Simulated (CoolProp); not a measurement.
A single-stage vapour-compression cycle with ethylene: evaporating at 196.15 K (dew point), condensing at 256.15 K (bubble point), superheat 0 K, subcooling 2 K, compressor efficiency 0.7, no pressure losses. Each further row changes one setting.

Model: reference Helmholtz-energy equation of state, Smukala 2000, in CoolProp.

```tsv
case	cooling COP	pressure ratio	discharge temperature (K)	refrigerating effect (kJ/kg)	volumetric capacity (kJ/m³)
as stated	1.52	7.04	337.6	276	2010
evaporating temperature 201.15 K	1.74	5.72	328.0	279	2480
condensing temperature 251.15 K	1.74	6.19	327.5	292	2130
subcooling 7 K	1.61	7.04	337.6	293	2130
superheat 10 K	1.50	7.04	351.3	290	1990
compressor efficiency 0.6	1.30	7.04	353.5	276	2010
```
